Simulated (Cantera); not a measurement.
Input (Python, Cantera):

```python
import numpy as np
import cantera as ct

gas = ct.Solution("gri30.yaml")
gas.TPX = 350, 490000, {'CH4': 1, 'H2': 0.3, 'O2': 1.95, 'N2': 7.35}
flame = ct.FreeFlame(gas, width=0.013)
flame.set_refine_criteria(ratio=3, slope=0.08, curve=0.16)
flame.transport_model = "mixture-averaged"
flame.solve(loglevel=0, auto=True)
flame.transport_model = "multicomponent"
flame.soret_enabled = True
flame.solve(loglevel=0, refine_grid=True)
z, T = flame.grid, flame.T
thick = (T[-1] - T[0]) / np.gradient(T, z).max()
show = ['CH4', 'H2', 'O2', 'CH3', 'H2O2', 'HCN']
print(f"laminar burning velocity  {flame.velocity[0] * 100:.3f} cm/s")
print(f"burnt temperature         {T[-1]:.1f} K")
print(f"thermal thickness         {thick * 1e3:.4f} mm")
print(f"grid points               {len(z)}")
z0 = z[flame.heat_release_rate.argmax()]
print(f"{'z/mm':>9s}{'T/K':>9s}{'u/(m/s)':>9s}" + "".join(f"{s:>11s}" for s in show))
rows = []
for k in (-3, -2, -1.5, -1, -0.5, -0.25, 0, 0.25, 0.5, 1, 2, 4, 8):
    zz = z0 + k * thick
    rows.append([k * thick, np.interp(zz, z, T), np.interp(zz, z, flame.velocity),
                 *(np.interp(zz, z, flame.X[gas.species_index(s)]) for s in show)])
    print(f"{rows[-1][0] * 1e3:9.3f}{rows[-1][1]:9.1f}{rows[-1][2]:9.3f}" + "".join(f"{x:11.3e}" for x in rows[-1][3:]))
```

Output:

```
laminar burning velocity  30.391 cm/s
burnt temperature         2275.2 K
thermal thickness         0.1291 mm
grid points               152
     z/mm      T/K  u/(m/s)        CH4         H2         O2        CH3       H2O2        HCN
   -0.387    350.2    0.304  9.438e-02  2.754e-02  1.841e-01  2.931e-10  2.076e-08  5.181e-11
   -0.258    352.9    0.306  9.421e-02  2.583e-02  1.844e-01  4.246e-09  3.377e-07  1.287e-09
   -0.194    366.8    0.317  9.306e-02  2.367e-02  1.844e-01  2.764e-08  2.240e-06  1.281e-08
   -0.129    476.1    0.411  8.581e-02  2.083e-02  1.788e-01  5.419e-07  1.804e-05  1.956e-07
   -0.065   1009.7    0.880  5.690e-02  2.113e-02  1.339e-01  1.085e-04  6.215e-05  1.962e-06
   -0.032   1466.4    1.290  2.988e-02  2.230e-02  8.713e-02  9.765e-04  2.145e-05  4.298e-06
    0.000   1878.3    1.662  5.837e-03  2.123e-02  3.807e-02  1.483e-03  2.360e-06  7.797e-06
    0.032   2044.1    1.805  2.565e-04  1.701e-02  1.410e-02  1.441e-04  7.035e-07  6.349e-06
    0.065   2102.6    1.849  6.419e-06  1.535e-02  7.513e-03  4.501e-06  5.017e-07  2.455e-06
    0.129   2163.6    1.896  9.949e-09  1.458e-02  4.166e-03  8.327e-09  3.421e-07  3.811e-07
    0.258   2215.7    1.937  9.002e-13  1.360e-02  2.174e-03  8.580e-13  2.041e-07  2.644e-08
    0.517   2250.3    1.964  2.549e-14  1.276e-02  9.480e-04  3.209e-14  1.024e-07  1.131e-09
    1.033   2267.7    1.978  2.828e-14  1.231e-02  3.936e-04  2.461e-14  4.806e-08  2.289e-10
```

Detailed kinetics in Cantera: GRI-Mech 3.0 (53 species, 325 reactions). Burning velocities carry a grid error of a few per cent, more on coarse grids.
